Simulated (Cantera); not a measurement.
A Cantera script and its output.

```python
import numpy as np
import cantera as ct

gas = ct.Solution("gri30.yaml")
gas.TPX = 1550, 13332, {'CH4': 0.026, 'H2': 1, 'H': 0.053}
reactor = ct.IdealGasConstPressureReactor(gas, energy="off", clone=False)
net = ct.ReactorNet([reactor])
net.rtol, net.atol = 1e-08, 1e-18
show = ['CH4', 'H2', 'H', 'C2H', 'CH2', 'C2H4']
times = np.geomspace(8e-05, 1, 11)

steps = ct.SolutionArray(gas, extra=["t"])
rows = []
print(f"{'t/s':>10s}{'T/K':>9s}{'P/Pa':>11s}" + "".join(f"{s:>11s}" for s in show))
for t in times:
    while net.time < t:
        t_next = net.step()
        steps.append(gas.state, t=t_next)
    rows.append([np.interp(t, steps.t, y) for y in (steps.T, steps.P, *steps(*show).X.T)])
    print(f"{t:10.3e}{rows[-1][0]:9.1f}{rows[-1][1]:11.4g}" + "".join(f"{x:11.3e}" for x in rows[-1][2:]))
rate = np.gradient(steps.T, steps.t)
print("integrator steps:", len(steps.t))
if steps.T.max() > steps.T[0] + 200:
    print(f"time of steepest temperature rise: {steps.t[rate.argmax()]:.4e} s")
gas.TPX = 1550, 13332, {'CH4': 0.026, 'H2': 1, 'H': 0.053}
gas.equilibrate("TP")
print(f"equilibrium (TP): T = {gas.T:.1f} K  " + "  ".join(f"{s} {gas[s].X[0]:.3e}" for s in show))
```

Output:

```
       t/s      T/K       P/Pa        CH4         H2          H        C2H        CH2       C2H4
 8.000e-05   1550.0  1.333e+04  1.793e-02  9.663e-01  1.064e-02  2.667e-08  1.278e-05  2.837e-04
 2.055e-04   1550.0  1.333e+04  1.952e-02  9.726e-01  4.464e-03  1.489e-08  4.065e-06  2.763e-04
 5.278e-04   1550.0  1.333e+04  2.029e-02  9.754e-01  1.765e-03  6.928e-09  8.999e-07  2.436e-04
 1.356e-03   1550.0  1.333e+04  2.053e-02  9.766e-01  6.973e-04  3.034e-09  1.660e-07  2.004e-04
 3.482e-03   1550.0  1.333e+04  2.059e-02  9.771e-01  2.836e-04  1.320e-09  2.947e-08  1.503e-04
 8.944e-03   1550.0  1.333e+04  2.060e-02  9.772e-01  1.295e-04  6.297e-10  6.317e-09  1.036e-04
 2.297e-02   1550.0  1.333e+04  2.057e-02  9.773e-01  8.490e-05  4.250e-10  2.732e-09  6.961e-05
 5.901e-02   1550.0  1.333e+04  2.050e-02  9.773e-01  8.058e-05  4.133e-10  2.453e-09  5.701e-05
 1.516e-01   1550.0  1.333e+04  2.032e-02  9.774e-01  8.062e-05  4.318e-10  2.434e-09  5.807e-05
 3.893e-01   1550.0  1.333e+04  1.987e-02  9.777e-01  8.076e-05  4.775e-10  2.388e-09  6.244e-05
 1.000e+00   1550.0  1.333e+04  1.881e-02  9.782e-01  8.109e-05  5.865e-10  2.278e-09  7.286e-05
integrator steps: 1236
equilibrium (TP): T = 1550.0 K  CH4 6.158e-03  H2 9.847e-01  H 8.619e-05  C2H 1.965e-09  CH2 8.429e-10  C2H4 2.017e-04
```

Detailed kinetics in Cantera: GRI-Mech 3.0 (53 species, 325 reactions). GRI-Mech 3.0 stops at C3 and has no aromatics, soot or wall deposition, so with more carbon than oxygen in the feed, carbon stays in small species such as C2H2 where larger ones or solid carbon would form.
